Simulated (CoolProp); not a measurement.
Properties of R1234yf along the isotherm 115.55 °C (Tc = 94.7 °C, pc = 3.384 MPa, ω = 0.276).

Values from CoolProp's reference Helmholtz-energy equation of state, Lemmon 2022.

```tsv
p (MPa)	phase	density (kg/m³)	cp (kJ/(kg K))	fugacity coefficient
0.0535	gas	1.897	1.053	0.9954
0.101	gas	3.595	1.055	0.9913
0.192	gas	6.890	1.060	0.9836
0.365	gas	13.30	1.069	0.9689
0.691	gas	25.98	1.089	0.9414
1.31	gas	52.58	1.136	0.8901
2.48	gas	116.5	1.297	0.7956
4.71	supercritical	440.1	3.523	0.6170
8.93	supercritical	795.9	1.676	0.4053
16.9	supercritical	923.2	1.461	0.2961
```

The peak of cp marks the crossing from liquid-like to gas-like fluid above the critical point.
